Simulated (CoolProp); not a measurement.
Saturation properties of C3F8 (R218) (Tc = 345.0 K, pc = 2.640 MPa, ω = 0.317).

The numbers come from the reference Helmholtz-energy equation of state, Lemmon 2006 in CoolProp. It is a short technical equation, of lower accuracy than the large ones.

| T (K) | p (MPa) | liquid density (kg/m³) | vapour density (kg/m³) | enthalpy of vaporisation (kJ/kg) | surface tension (mN/m) | liquid viscosity (µPa s) |
|---|---|---|---|---|---|---|
| 243.2 | 0.1367 | 1584 | 13.59 | 102.6 | 9.70 | 390 |
| 253.1 | 0.2039 | 1544 | 19.92 | 98.68 | 8.56 | 333 |
| 263.1 | 0.2949 | 1501 | 28.47 | 94.44 | 7.44 | 285 |
| 273 | 0.4125 | 1455 | 39.62 | 89.89 | 6.35 | 245 |
| 282.9 | 0.5621 | 1407 | 54.18 | 84.88 | 5.30 | 211 |
| 292.8 | 0.7490 | 1354 | 73.14 | 79.32 | 4.29 | 182 |
| 302.8 | 0.9813 | 1295 | 98.33 | 72.93 | 3.30 | 155 |
| 312.7 | 1.261 | 1229 | 131.9 | 65.55 | 2.38 | 131 |
| 322.6 | 1.597 | 1149 | 179.1 | 56.56 | 1.52 | 109 |
| 332.5 | 2.002 | 1045 | 253.0 | 44.58 | 0.746 | 86.5 |

It boils at 236.4 K under 1 atm.

Viscosity comes from a separate model (Huber 2003), an estimate that may be off by 10 % or more. Surface tension comes from a separate correlation (Mulero 2012).
